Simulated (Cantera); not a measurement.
Input (Python, Cantera):

```python
import numpy as np
import cantera as ct

gas = ct.Solution("h2o2.yaml")
gas.TPX = 623, 21000, {'H2': 1, 'O2': 0.943, 'N2': 3.55}
flame = ct.FreeFlame(gas, width=0.12)
flame.set_refine_criteria(ratio=3, slope=0.08, curve=0.16)
flame.transport_model = "mixture-averaged"
flame.solve(loglevel=0, auto=True)
z, T = flame.grid, flame.T
thick = (T[-1] - T[0]) / np.gradient(T, z).max()
show = ['H2', 'O2', 'OH', 'H2O2', 'O', 'HO2']
print(f"laminar burning velocity  {flame.velocity[0] * 100:.3f} cm/s")
print(f"burnt temperature         {T[-1]:.1f} K")
print(f"thermal thickness         {thick * 1e3:.4f} mm")
print(f"grid points               {len(z)}")
z0 = z[flame.heat_release_rate.argmax()]
print(f"{'z/mm':>9s}{'T/K':>9s}{'u/(m/s)':>9s}" + "".join(f"{s:>11s}" for s in show))
rows = []
for k in (-3, -2, -1.5, -1, -0.5, -0.25, 0, 0.25, 0.5, 1, 2, 4, 8):
    zz = z0 + k * thick
    rows.append([k * thick, np.interp(zz, z, T), np.interp(zz, z, flame.velocity),
                 *(np.interp(zz, z, flame.X[gas.species_index(s)]) for s in show)])
    print(f"{rows[-1][0] * 1e3:9.3f}{rows[-1][1]:9.1f}{rows[-1][2]:9.3f}" + "".join(f"{x:11.3e}" for x in rows[-1][3:]))
```

Output:

```
laminar burning velocity  437.529 cm/s
burnt temperature         1958.2 K
thermal thickness         3.4160 mm
grid points               132
     z/mm      T/K  u/(m/s)         H2         O2         OH       H2O2          O        HO2
  -10.248    623.0    4.375  1.820e-01  1.717e-01  7.368e-17  1.190e-15  1.353e-15  2.829e-12
   -6.832    623.0    4.375  1.820e-01  1.717e-01  5.972e-14  7.859e-14  9.713e-13  4.801e-10
   -5.124    623.0    4.375  1.820e-01  1.717e-01  4.927e-12  4.357e-12  6.830e-11  1.666e-08
   -3.416    623.0    4.375  1.820e-01  1.717e-01  3.688e-09  2.429e-09  1.507e-08  1.827e-06
   -1.708    639.2    4.472  1.777e-01  1.718e-01  5.677e-05  1.663e-06  1.627e-05  7.676e-05
   -0.854    776.6    5.347  1.512e-01  1.679e-01  4.188e-04  1.857e-06  3.958e-04  5.195e-05
    0.000   1085.2    7.289  7.279e-02  1.370e-01  2.639e-03  1.640e-06  5.803e-03  2.824e-05
    0.854   1323.6    8.804  2.094e-02  9.976e-02  6.358e-03  1.698e-06  1.380e-02  1.713e-05
    1.708   1443.1    9.546  1.349e-02  9.167e-02  8.092e-03  1.153e-06  1.500e-02  1.325e-05
    3.416   1570.0   10.305  1.150e-02  8.898e-02  9.688e-03  6.424e-07  1.313e-02  1.023e-05
    6.832   1692.4   11.019  9.090e-03  8.752e-02  1.051e-02  3.358e-07  1.001e-02  7.557e-06
   13.664   1797.1   11.614  6.145e-03  8.694e-02  1.006e-02  1.844e-07  6.554e-03  5.111e-06
   27.328   1875.0   12.049  3.419e-03  8.711e-02  8.329e-03  1.079e-07  3.568e-03  3.061e-06
```

Cantera simulation using the H2/O2 subset of GRI-Mech 3.0, which has no nitrogen chemistry; the numbers are that mechanism's predictions, not measurements. Burning velocities carry a grid error of a few per cent, more on coarse grids. Lean hydrogen flames are cellular in practice and burn faster than this planar one.
